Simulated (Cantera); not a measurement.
What does this Cantera script print?

```python
import numpy as np
import cantera as ct

gas = ct.Solution("gri30.yaml")
gas.TPX = 1025, 500000, {'C3H8': 1, 'O2': 11.1, 'N2': 41.8}
reactor = ct.IdealGasConstPressureReactor(gas, energy="on", clone=False)
net = ct.ReactorNet([reactor])
net.rtol, net.atol = 1e-08, 1e-16
show = ['C3H8', 'O2', 'HCN', 'CH2CO', 'C2H2', 'H2O']
times = np.geomspace(2e-06, 5, 11)

steps = ct.SolutionArray(gas, extra=["t"])
rows = []
print(f"{'t/s':>10s}{'T/K':>9s}{'P/Pa':>11s}" + "".join(f"{s:>11s}" for s in show))
for t in times:
    while net.time < t:
        t_next = net.step()
        steps.append(gas.state, t=t_next)
    rows.append([np.interp(t, steps.t, y) for y in (steps.T, steps.P, *steps(*show).X.T)])
    print(f"{t:10.3e}{rows[-1][0]:9.1f}{rows[-1][1]:11.4g}" + "".join(f"{x:11.3e}" for x in rows[-1][2:]))
rate = np.gradient(steps.T, steps.t)
print("integrator steps:", len(steps.t))
if steps.T.max() > steps.T[0] + 200:
    print(f"time of steepest temperature rise: {steps.t[rate.argmax()]:.4e} s")
gas.TPX = 1025, 500000, {'C3H8': 1, 'O2': 11.1, 'N2': 41.8}
gas.equilibrate("HP")
print(f"equilibrium (HP): T = {gas.T:.1f} K  " + "  ".join(f"{s} {gas[s].X[0]:.3e}" for s in show))
```

Result:

```
       t/s      T/K       P/Pa       C3H8         O2        HCN      CH2CO       C2H2        H2O
 2.000e-06   1025.0      5e+05  1.855e-02  2.059e-01  5.796e-30  3.194e-21  2.029e-20  1.833e-12
 8.726e-06   1025.0      5e+05  1.855e-02  2.059e-01  1.207e-28  9.008e-19  7.313e-19  2.880e-11
 3.807e-05   1025.0      5e+05  1.855e-02  2.059e-01  2.424e-27  1.137e-16  2.839e-17  4.814e-10
 1.661e-04   1025.0      5e+05  1.855e-02  2.059e-01  5.243e-26  1.396e-14  2.097e-15  1.005e-08
 7.248e-04   1025.0      5e+05  1.855e-02  2.059e-01  1.869e-24  3.246e-12  4.193e-13  2.851e-07
 3.162e-03   1025.0      5e+05  1.854e-02  2.059e-01  1.188e-22  7.974e-10  9.994e-11  6.124e-06
 1.380e-02   1025.1      5e+05  1.844e-02  2.059e-01  1.614e-21  3.845e-08  4.782e-09  4.886e-05
 6.020e-02   1028.5      5e+05  1.701e-02  2.048e-01  6.335e-19  4.926e-06  5.751e-07  9.496e-04
 2.627e-01   2019.9      5e+05 -3.089e-57  1.104e-01  3.284e-15  6.015e-26  1.675e-29  7.225e-02
 1.146e+00   2013.6      5e+05  4.083e-62  1.090e-01  2.695e-15  5.588e-26  1.574e-29  7.227e-02
 5.000e+00   2009.3      5e+05  3.144e-62  1.080e-01  2.395e-15  4.792e-26  1.322e-29  7.228e-02
integrator steps: 2495
time of steepest temperature rise: 7.2039e-02 s
equilibrium (HP): T = 2009.2 K  C3H8 6.308e-62  O2 1.080e-01  HCN 2.391e-15  CH2CO 6.681e-26  C2H2 1.585e-29  H2O 7.228e-02
```

Detailed kinetics in Cantera: GRI-Mech 3.0 (53 species, 325 reactions). GRI-Mech 3.0 was tuned for natural gas; its chemistry of propane as a main component is partial and can be far from experiment.
